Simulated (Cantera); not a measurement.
A closed system holds: 1 mol PbO, 0.55 mol H2, 0.3 mol H2O.

Cantera equilibrium calculation (NASA polynomials, part measured and part estimated; ideal gas, pure solids and liquids). Candidate condensed phases: H2O, Pb, PbO, PbO2, Pb3O4; 12 gas species. Each liquid is taken as pure. Mutual solubility and eutectic melting of coexisting phases are not modelled. Equilibrium is a limit: real reactors are often held back by kinetics, nucleation or transport.

Stable condensed phases, one row left out:

```
T in K \ P in Pa
              10      36     130     460    1700    6000   22000   77000  280000 1000000
   1325        A       A       A       B       C       C       C       C       C       C
   1300        A       A       A       B       C       C       C       C       C       C
   1250        A       A       B       C       C       C       C       C       C       C
   1225        A       A       B       C       C       C       C       C       C       C
   1200        A       B       B       C       C       C       C       C       C       C
   1175        A       B       C       C       C       C       C       C       C       C
   1150        B       B       C       C       C       C       C       C       C       C
   1125        B       B       C       C       C       C       C       C       C       C
```

A: gas only; B: PbO; C: Pb + PbO.

Give the row for 1275 K.

10: gas only; 36: gas only; 130: PbO; 460: PbO; 1700: Pb + PbO; 6000: Pb + PbO; 22000: Pb + PbO; 77000: Pb + PbO; 280000: Pb + PbO; 1000000: Pb + PbO.
